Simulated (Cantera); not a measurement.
Input: 1 mol SiCl₄, 1700 mol H₂, 0.1 mol C₃H₈, at 13.3 mbar.

Method: chemical equilibrium by Gibbs-energy minimisation in Cantera with the NASA 1993 tables (ideal gas, pure condensed phases). Candidate condensed phases: C, C₆H₆, C₇H₈, C₈H₁₈, Si, SiC; 109 gas species. Gases not in the tables: Si₂H₆ and higher silanes. The numbers say what is thermodynamically allowed, not how fast it happens.

log p: log10 of the partial pressure in bar; n: condensed amount in mol.

```tsv
T (K)	log p H₂	log p H	log p HCl	log p Si	log p Cl	log p C₂H₂ (acetylene)	n SiC(s)
1923	-1.88	-3.97	-4.51	-5.32	-6.72	-6.91	0.253
2023	-1.88	___	-4.51	-5.17	___	-5.97	0
2123	-1.89	-3.39	-4.52	-5.15	-6.16	-5.96	0
2223	-1.90	-3.14	-4.53	-5.15	-5.92	-5.96	0
2323	-1.92	-2.92	-4.55	-5.15	-5.70	-5.96	0
2423	-1.94	-2.72	-4.59	-5.16	-5.51	-5.98	0
2523	-1.98	___	-4.63	-5.17	___	-6.00	0
2623	-2.03	-2.39	-4.69	-5.19	-5.21	-6.05	0
```

### Question
Complete the blanks.

### Answer

- 2523, log p H: -2.55
- 2523, log p Cl: -5.35
- 2023, log p H: -3.66
- 2023, log p Cl: -6.42
